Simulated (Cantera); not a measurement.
# Stirred combustor or abatement burner

A perfectly stirred reactor is fed with CH₄ : C₂H₆ : O₂ : N₂ : H₂ = 1 : 0.12 : 1.42 : 5.35 : 0.23 (molar parts), equivalence ratio 1.8, at 5.00 bar; it is adiabatic with a 475 K inlet, and is followed from long to short residence time, starting on the burning branch (τ in s: 0.29, 0.12, 0.045, 0.018, 0.0069, 0.0027, 0.0011, 0.00041, 0.00016, 6.3e-05, 2.5e-05, 9.6e-06, 3.8e-06).

Detailed kinetics in Cantera: GRI-Mech 3.0 (53 species, 325 reactions).

```csv
τ (s),T (K),x CH₄,x C₂H₆,x O₂,x CH₂CO,x NO₂
0.29,1884,0.00351,1.04e-6,6.96e-5,3.25e-6,9.74e-12
0.12,1893,0.00502,2.43e-6,0.000153,6.93e-6,1.82e-11
0.045,1904,0.00695,5.78e-6,0.000359,1.50e-5,3.59e-11
0.018,1912,0.00896,1.25e-5,0.000782,2.95e-5,6.52e-11
0.0069,1915,0.0113,2.79e-5,0.00173,5.87e-5,1.15e-10
0.0027,1905,0.0138,6.37e-5,0.00370,0.000115,1.88e-10
0.0011,1872,0.0171,0.000158,0.00792,0.000230,2.83e-10
0.00041,475,0.123,0.0148,0.175,<1e-12,<1e-12
0.00016,475,0.123,0.0148,0.175,<1e-12,<1e-12
6.3e-5,475,0.123,0.0148,0.175,<1e-12,<1e-12
2.5e-5,475,0.123,0.0148,0.175,<1e-12,<1e-12
9.6e-6,475,0.123,0.0148,0.175,<1e-12,<1e-12
3.8e-6,475,0.123,0.0148,0.175,<1e-12,<1e-12
```
x: mole fraction; the columns are a selection and need not sum to one.
